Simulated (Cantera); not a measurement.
# Reactions in the system Cl-F-Mg

Cantera with NASA thermochemical tables; ideal gases at 1 bar, condensed phases pure. Values are per mole of reaction as written; species without (g) are pure solids or liquids, kept so even where they would boil at 1 bar.

MgCl2(g) + F2(g) = Cl2(g) + MgF2

| T (K) | ΔH° (kJ) | ΔS° (J/K) | ΔG° (kJ) | log10 K | condensed phases |
|---|---|---|---|---|---|
| 500 | -729.5 | -193.8 | -632.6 | 66.09 | MgF2(s) |
| 700 | -726.3 | -188.5 | -594.4 | 44.35 | MgF2(s) |
| 900 | -722.8 | -184.0 | -557.2 | 32.34 | MgF2(s) |
| 1100 | -718.9 | -180.2 | -520.8 | 24.73 | MgF2(s) |
| 1300 | -715.0 | -176.9 | -485.1 | 19.49 | MgF2(s) |
| 1500 | -710.9 | -173.9 | -450.0 | 15.67 | MgF2(s) |
| 1700 | -646.2 | -132.0 | -421.8 | 12.96 | MgF2(l) |
| 1900 | -639.8 | -128.4 | -395.8 | 10.88 | MgF2(l) |
| 2100 | -633.3 | -125.2 | -370.5 | 9.21 | MgF2(l) |
| 2300 | -626.8 | -122.2 | -345.7 | 7.85 | MgF2(l) |
